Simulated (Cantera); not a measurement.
A closed system holds: 1 mol CO, 0.041 mol NH3, a varied amount of N2, at 1775 K and 10.0 mbar.

Equilibrium computed with Cantera from the NASA thermochemical tables; the gas is ideal and each condensed phase is pure. Candidate condensed phases: C, C6H6, C7H8, C8H18, H2O; 136 gas species. Kinetics and transport are ignored.

x: gas mole fraction; nothing condenses.

```json
[
 {"n(N2) (mol)": "3.2", "x N2": "0.752", "x CO": "0.233", "x H2": "0.0142", "x H": "0.000345", "x HCN": "5.61e-6", "x CO2": "4.74e-6", "x H2O": "___"},
 {"n(N2) (mol)": "4.5", "x N2": "0.810", "x CO": "0.179", "x H2": "0.0109", "x H": "0.000302", "x HCN": "4.10e-6", "x CO2": "3.46e-6", "x H2O": "___"},
 {"n(N2) (mol)": "6.2", "x N2": "0.854", "x CO": "0.137", "x H2": "0.00831", "x H": "0.000264", "x HCN": "2.98e-6", "x CO2": "2.52e-6", "x H2O": "___"},
 {"n(N2) (mol)": "8.6", "x N2": "0.890", "x CO": "0.103", "x H2": "0.00624", "x H": "0.000229", "x HCN": "2.10e-6", "x CO2": "1.78e-6", "x H2O": "___"},
 {"n(N2) (mol)": "12", "x N2": "0.919", "x CO": "0.0764", "x H2": "0.00460", "x H": "0.000196", "x HCN": "1.45e-6", "x CO2": "1.23e-6", "x H2O": "___"},
 {"n(N2) (mol)": "17", "x N2": "0.941", "x CO": "0.0553", "x H2": "0.00332", "x H": "0.000167", "x HCN": "9.75e-7", "x CO2": "8.26e-7", "x H2O": "___"},
 {"n(N2) (mol)": "23", "x N2": "0.956", "x CO": "0.0415", "x H2": "0.00248", "x H": "0.000144", "x HCN": "6.84e-7", "x CO2": "5.79e-7", "x H2O": "___"}
]
```

**Question.** Fill in the missing entries.

**Answer.** 
- 3.2, x H2O: 1.07e-6
- 4.5, x H2O: 7.81e-7
- 6.2, x H2O: 5.67e-7
- 8.6, x H2O: 4.00e-7
- 12, x H2O: 2.76e-7
- 17, x H2O: 1.84e-7
- 23, x H2O: 1.29e-7
